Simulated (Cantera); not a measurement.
A perfectly stirred reactor is fed with 84.7 % N2O, 15.3 % N2, at 10.00 Torr; it is held at 1473 K, and followed from long to short residence time.

Cantera simulation using GRI-Mech 3.0 (53 species, 325 reactions); the numbers are that mechanism's predictions, not measurements. GRI-Mech 3.0 was tuned for natural gas; its chemistry of N2O as a main component is partial and can be far from experiment. Radical loss at walls, strong at low pressure, is not modelled. The temperature is held fixed by assumption; the heat of reaction is taken as removed at once.

One state of this run: x N2O = 0.551; x NO2 = 6.47e-6; x O = 5.51e-5; x O2 = 0.0796; x NO = 0.0486. x: mole fraction; the columns are a selection and need not sum to one.

Question: Which value of τ (s) does it belong to?
(A) 6.9
(B) 0.69
(C) 0.0070
(D) 0.22

Answer: B, 0.69
